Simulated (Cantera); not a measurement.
An isothermal, constant-pressure homogeneous reactor starts with 0.110 % CO, 0.0997 % O2, 0.130 % H2O, 99.7 % N2, equivalence ratio 0.55, at 1223 K and 1.01 bar.

Computed with Cantera and GRI-Mech 3.0 (53 species, 325 reactions).

x: mole fraction; the columns are a selection and need not sum to one.

```tsv
t (s)	x CO	x O2	x H2O	x NO	x O	x CO2	x H2
1.00e-5	0.00110	0.000997	0.00130	<1e-12	<1e-12	<1e-12	<1e-12
3.35e-5	0.00110	0.000997	0.00130	<1e-12	2.61e-12	2.62e-12	<1e-12
0.000112	0.00110	0.000997	0.00130	<1e-12	8.65e-12	8.83e-12	<1e-12
0.000376	0.00110	0.000997	0.00130	<1e-12	2.81e-11	3.05e-11	<1e-12
0.00126	0.00110	0.000997	0.00130	<1e-12	9.25e-11	1.24e-10	1.35e-12
0.00422	0.00110	0.000997	0.00130	<1e-12	5.51e-10	1.12e-9	6.30e-11
0.0141	0.00110	0.000996	0.00130	<1e-12	[?]	2.19e-7	1.91e-8
0.0474	0.000467	0.000689	0.00124	4.16e-8	[?]	0.000629	3.02e-5
0.159	4.02e-5	0.000469	0.00129	9.13e-8	[?]	0.00106	4.73e-6
0.532	3.37e-6	0.000450	0.00129	9.75e-8	[?]	0.00109	4.66e-7
1.78	2.29e-7	0.000449	0.00130	9.89e-8	[?]	0.00110	5.33e-8
5.97	1.87e-8	0.000449	0.00130	9.96e-8	[?]	0.00110	1.05e-8
20.0	3.73e-9	0.000449	0.00130	9.98e-8	[?]	0.00110	2.66e-9
```

**Question.** Complete the blanks.

**Answer.** 
- 0.0141, x O: 8.91e-8
- 0.0474, x O: 2.78e-5
- 0.159, x O: 2.67e-6
- 0.532, x O: 2.59e-7
- 1.78, x O: 3.36e-8
- 5.97, x O: 7.36e-9
- 20.0, x O: 1.86e-9
